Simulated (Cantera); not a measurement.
A freely propagating, adiabatic, planar premixed flame of CH4 : H2 : O2 : N2 = 1 : 0.3 : 1.95 : 7.35 (molar parts), equivalence ratio 1.1, unburnt at 350 K and 4.84 atm; mixture-averaged transport, grid criteria slope 0.08 and curve 0.16, no radiation.

Computed with Cantera and GRI-Mech 3.0 (53 species, 325 reactions). Burning velocities carry a grid error of a few per cent, more on coarse grids.

Q: How do the results move with these cheaper or finer settings: unity-Lewis-number transport; multicomponent transport; multicomponent+Soret transport; grid criteria slope 0.5, curve 1; grid criteria slope 0.25, curve 0.5; grid criteria slope 0.03, curve 0.06?

A: 
```tsv
setting	laminar burning velocity	thermal thickness	peak x(CH3)	peak x(H2O2)	grid points
as above	30.5 cm/s	0.128 mm	0.00178	6.62e-5	151
unity-Lewis-number transport	22.6 cm/s	0.156 mm	0.00158	2.02e-5	140
multicomponent transport	30.7 cm/s	0.129 mm	0.00180	6.38e-5	152
multicomponent+Soret transport	30.4 cm/s	0.129 mm	0.00176	6.21e-5	152
grid criteria slope 0.5, curve 1	32.8 cm/s	0.140 mm	0.00169	7.07e-5	35
grid criteria slope 0.25, curve 0.5	31.2 cm/s	0.132 mm	0.00176	6.65e-5	59
grid criteria slope 0.03, curve 0.06	30.1 cm/s	0.127 mm	0.00178	6.55e-5	329
```
The base run took about 23 core-seconds (a rough figure).
Unity Lewis numbers drop preferential diffusion, which matters most where H2 and H carry the flame; Soret adds thermal diffusion.
